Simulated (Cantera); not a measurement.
A closed system holds: 1 mol SiF4, 4 mol NO, 0.14 mol H2O, at 0.350 bar.

Method: chemical equilibrium by Gibbs-energy minimisation in Cantera with the NASA 1993 tables (ideal gas, pure condensed phases). Candidate condensed phases: H2O, Si, SiO2, Si2N2O, Si3N4; 58 gas species. The tables' values for SiF3 are old estimates; treat these amounts as uncertain. The tables hold silica as quartz up to 1696 K and as liquid above; real silica turns to tridymite and cristobalite and melts near 1996 K. Kinetics and transport are ignored.

x: gas mole fraction; n: condensed amount in mol.

```
T (K)   x N2   x O2  x SiF4    x HF     x H2O  x NO  n SiO2(β-quartz)  n SiO2(condensed)
-----  -----  -----  ------  ------  --------  ----  ----------------  -----------------
848    0.386  0.386   0.185  0.0333    0.0104     ?            0.0431                  0
948    0.385  0.385   0.183  0.0402   0.00684     ?            0.0522                  0
1048   0.385  0.385   0.181  0.0449   0.00446     ?            0.0584                  0
1148   0.384  0.384   0.180  0.0479   0.00295     ?            0.0623                  0
1248   0.384  0.384   0.180  0.0498   0.00202     ?            0.0647                  0
1348   0.384  0.384   0.179  0.0509   0.00143     ?            0.0663                  0
1448   0.384  0.384   0.179  0.0517   0.00105     ?            0.0672                  0
1548   0.383  0.383   0.179  0.0521  0.000800     ?            0.0679                  0
1648   0.383  0.383   0.179  0.0525  0.000625     ?            0.0683                  0
1748   0.382  0.382   0.179  0.0527  0.000497     ?                 0             0.0686
1848   0.382  0.381   0.179  0.0529  0.000400     ?                 0             0.0689
1948   0.381  0.380   0.179  0.0529  0.000328     ?                 0             0.0690
```

Some entries are withheld; supply them.


- 848, x NO: 4.14e-6
- 948, x NO: 1.62e-5
- 1048, x NO: 4.90e-5
- 1148, x NO: 0.000122
- 1248, x NO: 0.000263
- 1348, x NO: 0.000505
- 1448, x NO: 0.000887
- 1548, x NO: 0.00145
- 1648, x NO: 0.00223
- 1748, x NO: 0.00326
- 1848, x NO: 0.00457
- 1948, x NO: 0.00619
